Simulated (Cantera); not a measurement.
Input: 1 mol MgO, a varied amount of HF, at 0.0240 bar.

Points: T (K) = 825, 925, 1025, 1125, 1225, 1325, 1425, 1525, 1625; n(HF) (mol) = 1.7, 2.1, 2.5, 3, 3.7, 4.5, 5.5, 6.7, 8.2, 10, 12.

Cantera's Mixture.equilibrate('TP', solver="vcs", rtol=1e-11, max_steps=5000) on the NASA tables stopped like this:

```
ERROR: FAILURE its = 5001!

*******************************************************************************
CanteraError thrown by MultiPhase::equilibrate:
VCS solver failed. Return code: -1
*******************************************************************************
```

Task: What got this run through?

Result: Several could match; the one computed here: The failure is numerical, not chemical. The same input converged with solver="gibbs", rtol=1e-10, max_steps=50000, and the result passed a check of the equilibrium conditions:
```
    825        1.7  MgF2(s) + MgO(s)
    825        2.1  MgF2(s)
    825        2.5  MgF2(s)
    825          3  MgF2(s)
    825        3.7  MgF2(s)
    825        4.5  MgF2(s)
    825        5.5  MgF2(s)
    825        6.7  MgF2(s)
    825        8.2  MgF2(s)
    825         10  MgF2(s)
    825         12  MgF2(s)
    925        1.7  MgF2(s) + MgO(s)
    925        2.1  MgF2(s)
    925        2.5  MgF2(s)
    925          3  MgF2(s)
    925        3.7  MgF2(s)
    925        4.5  MgF2(s)
    925        5.5  MgF2(s)
    925        6.7  MgF2(s)
    925        8.2  MgF2(s)
    925         10  MgF2(s)
    925         12  MgF2(s)
   1025        1.7  MgF2(s) + MgO(s)
   1025        2.1  MgF2(s)
   1025        2.5  MgF2(s)
   1025          3  MgF2(s)
   1025        3.7  MgF2(s)
   1025        4.5  MgF2(s)
   1025        5.5  MgF2(s)
   1025        6.7  MgF2(s)
   1025        8.2  MgF2(s)
   1025         10  MgF2(s)
   1025         12  MgF2(s)
   1125        1.7  MgF2(s) + MgO(s)
   1125        2.1  MgF2(s) + MgO(s)
   1125        2.5  MgF2(s)
   1125          3  MgF2(s)
   1125        3.7  MgF2(s)
   1125        4.5  MgF2(s)
   1125        5.5  MgF2(s)
   1125        6.7  MgF2(s)
   1125        8.2  MgF2(s)
   1125         10  MgF2(s)
   1125         12  MgF2(s)
   1225        1.7  MgF2(s) + MgO(s)
   1225        2.1  MgF2(s) + MgO(s)
   1225        2.5  MgF2(s)
   1225          3  MgF2(s)
   1225        3.7  MgF2(s)
   1225        4.5  MgF2(s)
   1225        5.5  MgF2(s)
   1225        6.7  MgF2(s)
   1225        8.2  MgF2(s)
   1225         10  MgF2(s)
   1225         12  MgF2(s)
   1325        1.7  MgF2(s) + MgO(s)
   1325        2.1  MgF2(s) + MgO(s)
   1325        2.5  MgF2(s) + MgO(s)
   1325          3  MgF2(s)
   1325        3.7  MgF2(s)
   1325        4.5  MgF2(s)
   1325        5.5  MgF2(s)
   1325        6.7  MgF2(s)
   1325        8.2  MgF2(s)
   1325         10  MgF2(s)
   1325         12  MgF2(s)
   1425        1.7  MgF2(s) + MgO(s)
   1425        2.1  MgF2(s) + MgO(s)
   1425        2.5  MgF2(s) + MgO(s)
   1425          3  MgF2(s) + MgO(s)
   1425        3.7  MgF2(s) + MgO(s)
   1425        4.5  MgF2(s)
   1425        5.5  MgF2(s)
   1425        6.7  MgF2(s)
   1425        8.2  MgF2(s)
   1425         10  MgF2(s)
   1425         12  MgF2(s)
   1525        1.7  MgF2(s) + MgO(s)
   1525        2.1  MgF2(s) + MgO(s)
   1525        2.5  MgF2(s) + MgO(s)
   1525          3  MgF2(s) + MgO(s)
   1525        3.7  MgF2(s) + MgO(s)
   1525        4.5  MgF2(s) + MgO(s)
   1525        5.5  MgF2(s) + MgO(s)
   1525        6.7  MgF2(s) + MgO(s)
   1525        8.2  MgF2(s)
   1525         10  MgF2(s)
   1525         12  MgF2(s)
   1625        1.7  MgF2(L) + MgO(s)
   1625        2.1  MgF2(L) + MgO(s)
   1625        2.5  MgF2(L) + MgO(s)
   1625          3  MgF2(L) + MgO(s)
   1625        3.7  MgF2(L) + MgO(s)
   1625        4.5  MgF2(L) + MgO(s)
   1625        5.5  MgF2(L) + MgO(s)
   1625        6.7  MgF2(L) + MgO(s)
   1625        8.2  MgF2(L) + MgO(s)
   1625         10  MgF2(L) + MgO(s)
   1625         12  MgF2(L)
```

The gas is ideal and each condensed phase is pure. Mutual solubility and eutectic melting of coexisting phases are not modelled.
